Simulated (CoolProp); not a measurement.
Vapour-liquid equilibrium of n-decane (1) + n-dodecane (2) at 330 K; x and y are mole fractions of (1).

Computed with CoolProp (multi-fluid Helmholtz-energy mixture model, Lemmon 2006 and Lemmon 2004; pair parameters Bell 2016).

Problem. Give the bubble pressure and the first vapour's composition at x = 0.125, 0.5, 0.65. Is there an azeotrope?

Solution. x = 0.125: 0.003232 bar, y = 0.498; x = 0.5: 0.007480 bar, y = 0.876; x = 0.65: 0.009124 bar, y = 0.928. No azeotrope shows between x = 0.05 and 0.95.

Pair parameters are fitted to limited data, so mixtures are less certain than the pure fluids.
